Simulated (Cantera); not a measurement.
A perfectly stirred reactor is fed with CH4 : H2 : CO2 = 0.039 : 1 : 0.014 (molar parts), at 1300 Pa; it is held at 1350 K, and followed from long to short residence time.

Model: GRI-Mech 3.0 (53 species, 325 reactions), integrated in Cantera. GRI-Mech 3.0 stops at C3 and has no aromatics, soot or wall deposition, so with more carbon than oxygen in the feed, carbon stays in small species such as C2H2 where larger ones or solid carbon would form. Radical loss at walls, strong at low pressure, is not modelled.

**Question.** What does this change do: temperature 1350 to 2925 K?

**Answer.** 
```csv
quantity,before,after
x(CH4) at τ = 0.580 s,0.0370,4.02e-7
x(H2) at τ = 0.580 s,0.950,0.446
x(CO2) at τ = 0.580 s,0.0132,3.04e-7
x(C2H4) at τ = 0.580 s,4.53e-7,1.45e-8
x(HCO) at τ = 0.580 s,<1e-12,1.95e-8
x(CH4) at τ = 16.0 ms,0.0370,0.000462
x(H2) at τ = 16.0 ms,0.950,0.861
x(CO2) at τ = 16.0 ms,0.0133,7.85e-5
x(C2H4) at τ = 16.0 ms,8.25e-12,3.24e-6
x(HCO) at τ = 16.0 ms,<1e-12,2.65e-7
```
